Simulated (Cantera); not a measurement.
A freely propagating, adiabatic, planar premixed flame of H2 : O2 : N2 = 1 : 0.51 : 1.94 (molar parts), unburnt at 575 K and 698 Torr; mixture-averaged transport, grid criteria slope 0.08 and curve 0.16, no radiation.

Computed with Cantera and the H2/O2 subset of GRI-Mech 3.0, which has no nitrogen chemistry. Burning velocities carry a grid error of a few per cent, more on coarse grids.

### Question
What does this change do: 0.26 parts H2O added?

### Answer
```json
[
 {"quantity": "laminar burning velocity", "before": "670 cm/s", "after": "587 cm/s"},
 {"quantity": "thermal thickness", "before": "0.512 mm", "after": "0.481 mm"},
 {"quantity": "peak x(OH)", "before": "0.0185", "after": "0.0159"},
 {"quantity": "peak x(H2O2)", "before": "1.69e-5", "after": "2.47e-5"},
 {"quantity": "peak x(HO2)", "before": "0.000296", "after": "0.000389"},
 {"quantity": "peak x(H)", "before": "0.0576", "after": "0.0438"}
]
```
